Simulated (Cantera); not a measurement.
Input (Python, Cantera) and output of one run.

```python
import numpy as np
import cantera as ct

gas_names = """
    H HNO HNO2 HNO3 HO2 H2 H2O H2O2 H2S H2SO4 N NH NH2 NH3 NH2OH NO NO2 NO3 N2 N2H2 N2H4 N2O O OH O2 O3
    S SH SN SO SO2 SO3 S2 S2O S8
""".split()
cond_names = """
    H2O(s) H2O(L) H2SO4(L) S(cr1) S(cr2) S(L)
""".split()


# ... load() reads the species with a 1 bar reference pressure and builds the phases ...
atoms = {
    'N2O': {'N': 2, 'O': 1},
    'H2O': {'H': 2, 'O': 1},
    'N2': {'N': 2},
    'SO2': {'S': 1, 'O': 2},
}
top_T = {}  # K; cautious upper limits of use, not melting points


# ... equilibrate(T, P, feed) seeds the gas with the atoms and calls Mixture.equilibrate('TP', solver="vcs", rtol=1e-11, max_steps=5000) ...
results = []
feed = {'N2O': 1, 'H2O': 5.4, 'N2': 0.3, 'SO2': 0.0035}  # mol
P = 310  # Pa
for T in [1648, 1698, 1748, 1798, 1848, 1898, 1948]:
    mix = equilibrate(T, P, feed)
    results.append((T, P, feed, dict(zip(mix.species_names, mix.species_moles))))

top = {s: max(r[3][s] / sum(r[3][g] for g in gas_names) for r in results) for s in gas_names}
cols = sorted((s for s in top if top[s] > 0.0001), key=lambda s: -top[s])[:7]
seen = [c for c in cond_names if any(r[3].get(c, 0) > 1e-12 for r in results)]
print("log10 of partial pressures in bar; condensed amounts in mol")
print(f"{'T/K':>10s}" + "".join(f"{s[:9]:>10s}" for s in cols + seen))
for T, P, feed, n in results:
    ng = sum(n[g] for g in gas_names)
    print(f"{T:10.4g}" + "".join(f"{np.log10(max(n[s] / ng * P / 1e5, 1e-99)):10.3f}" for s in cols)
          + "".join(f"{n.get(c, 0):10.4g}" for c in seen))
```

Output:

```
log10 of partial pressures in bar; condensed amounts in mol
       T/K       H2O        N2        O2        OH        H2         O         H
      1648    -2.635    -3.253    -3.672    -5.163    -5.739    -6.432    -6.920
      1698    -2.636    -3.254    -3.673    -5.012    -5.506    -6.195    -6.593
      1748    -2.637    -3.254    -3.674    -4.869    -5.286    -5.972    -6.284
      1798    -2.639    -3.255    -3.674    -4.735    -5.078    -5.760    -5.992
      1848    -2.641    -3.256    -3.675    -4.608    -4.883    -5.560    -5.717
      1898    -2.644    -3.257    -3.674    -4.489    -4.700    -5.370    -5.457
      1948    -2.649    -3.259    -3.672    -4.375    -4.528    -5.189    -5.211
```

These are equilibrium values from Cantera (NASA tables, ideal gas, pure condensed phases), not measurements of a reactor.
